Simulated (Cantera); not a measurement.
# Equilibrium for calcination and drying: Mg(OH)2 + H2 + C

A closed system holds: 1 mol Mg(OH)2, 0.021 mol H2, 0.11 mol C, held at 133 Pa.

Equilibrium computed with Cantera from the NASA thermochemical tables; the gas is ideal and each condensed phase is pure. Candidate condensed phases: C, C6H6, C7H8, C8H18, H2O, Mg, MgCO3, MgO, Mg(OH)2; 116 gas species. Rates play no part.

From 950 K to 2150 K the condensed part is MgO(s).

```tsv
T (K)	x H2O	x H2	x CO2	x CO	x H	x OH	x Mg	x O2	n MgO(s)
950	0.703	0.200	0.0839	0.0133	6.81e-9	3.53e-11	<1e-12	<1e-12	1.00
1050	0.708	0.195	0.0789	0.0184	9.80e-8	1.14e-9	<1e-12	<1e-12	1.00
1150	0.713	0.190	0.0739	0.0234	8.90e-7	2.02e-8	1.36e-12	<1e-12	1.00
1250	0.718	0.185	0.0693	0.0280	5.70e-6	2.28e-7	7.94e-11	1.34e-11	1.00
1350	0.722	0.181	0.0652	0.0321	2.78e-5	1.80e-6	2.50e-9	4.97e-10	1.00
1450	0.725	0.177	0.0615	0.0358	0.000109	1.07e-5	4.82e-8	1.13e-8	1.00
1550	0.728	0.174	0.0583	0.0389	0.000360	5.06e-5	6.28e-7	1.72e-7	1.000
1650	0.731	0.171	0.0555	0.0417	0.00103	0.000199	5.95e-6	1.89e-6	1.000
1750	0.732	0.168	0.0531	0.0440	0.00261	0.000667	4.32e-5	1.59e-5	1.000
1850	0.731	0.164	0.0509	0.0459	0.00598	0.00197	0.000251	0.000107	1.000
1950	0.724	0.160	0.0488	0.0474	0.0126	0.00516	0.00121	0.000590	0.999
2050	0.705	0.154	0.0463	0.0483	0.0244	0.0122	0.00502	0.00272	0.994
2150	0.657	0.147	0.0421	0.0483	0.0443	0.0255	0.0187	0.0102	0.976
```
x: gas mole fraction; n: condensed amount in mol.
